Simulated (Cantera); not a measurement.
Input (Python, Cantera):

```python
import numpy as np
import cantera as ct

gas = ct.Solution("gri30.yaml")


def delay(T, t_max=10):
    gas.TPX = T, 74000, {'CO': 1, 'H2': 0.12, 'O2': 0.267, 'N2': 1}
    reactor = ct.IdealGasConstPressureReactor(gas, clone=False)
    net = ct.ReactorNet([reactor])
    net.rtol, net.atol = 1e-8, 1e-16
    while net.time < t_max:
        t_old, T_old = net.time, reactor.T
        net.step()
        if reactor.T > T + 400:  # ignition: a rise of 400 K
            return t_old + (T + 400 - T_old) / (reactor.T - T_old) * (net.time - t_old)
    return np.nan


taus = []
for T in [1050, 1125, 1200, 1275, 1350, 1425, 1500]:
    taus.append(delay(T))
    print(f"T0 = {T:6g} K   tau = {taus[-1]:.4e} s")
```

Result:

```
T0 =   1050 K   tau = 3.2819e-04 s
T0 =   1125 K   tau = 1.9543e-04 s
T0 =   1200 K   tau = 1.3733e-04 s
T0 =   1275 K   tau = 1.0685e-04 s
T0 =   1350 K   tau = 8.9819e-05 s
T0 =   1425 K   tau = 8.0729e-05 s
T0 =   1500 K   tau = 7.7041e-05 s
```

Detailed kinetics in Cantera: GRI-Mech 3.0 (53 species, 325 reactions). Where the delays flatten at high temperature, the 400 K rule measures the pace of heat release, not the induction time.
